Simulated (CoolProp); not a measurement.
Octamethyltrisiloxane (MDM) at 484.34 K and 0.96 MPa is throttled through a valve to 0.606 MPa with no heat exchange. Each further row changes one setting.

Model: reference Helmholtz-energy equation of state, Thol 2017, in CoolProp.

| case | temperature change (K) | final phase | final density (kg/m³) |
|---|---|---|---|
| as stated | … | liquid | 594 |
| outlet pressure 0.182 MPa | … | … | … |
| outlet pressure 0.788 MPa | -0.0 | liquid | 596 |

### Question
Complete the blanks.

### Answer

- as stated, temperature change (K): -0.1
- outlet pressure 0.182 MPa, temperature change (K): -34.8
- outlet pressure 0.182 MPa, final phase: two-phase, vapour fraction 0.549
- outlet pressure 0.182 MPa, final density (kg/m³): 23.3
